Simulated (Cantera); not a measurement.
A perfectly stirred reactor is fed with 9.69 % CH4, 2.03 % CO, 18.5 % O2, 69.8 % N2, equivalence ratio 1.1, at 2.00 bar; it is adiabatic with a 775 K inlet, and is followed from long to short residence time, starting on the burning branch (τ in s: 0.058, 0.029, 0.014, 0.0071, 0.0035, 0.0018, 0.00087, 0.00043, 0.00022, 0.00011, 5.3e-05, 2.6e-05, 1.3e-05).

Model: GRI-Mech 3.0 (53 species, 325 reactions), integrated in Cantera.

**Question.** Predict: blow-out, bracketed by the residence times tried; x(CH4) at τ = 58.0 ms; x(CO) at τ = 58.0 ms; x(O2) at τ = 58.0 ms; x(NO2) at τ = 58.0 ms; x(H2) at τ = 58.0 ms; x(CH4) at τ = 0.870 ms; x(CO) at τ = 0.870 ms; x(O2) at τ = 0.870 ms; x(NO2) at τ = 0.870 ms; x(H2) at τ = 0.870 ms.

**Answer.** 
| Item | Value |
|---|---|
| blow-out, bracketed by the residence times tried | burning at 26.0 µs, out at 13.0 µs |
| x(CH4) at τ = 58.0 ms | 1.55e-6 |
| x(CO) at τ = 58.0 ms | 0.0358 |
| x(O2) at τ = 58.0 ms | 0.00337 |
| x(NO2) at τ = 58.0 ms | 3.60e-7 |
| x(H2) at τ = 58.0 ms | 0.0127 |
| x(CH4) at τ = 0.870 ms | 5.07e-5 |
| x(CO) at τ = 0.870 ms | 0.0421 |
| x(O2) at τ = 0.870 ms | 0.00865 |
| x(NO2) at τ = 0.870 ms | 1.10e-7 |
| x(H2) at τ = 0.870 ms | 0.0161 |
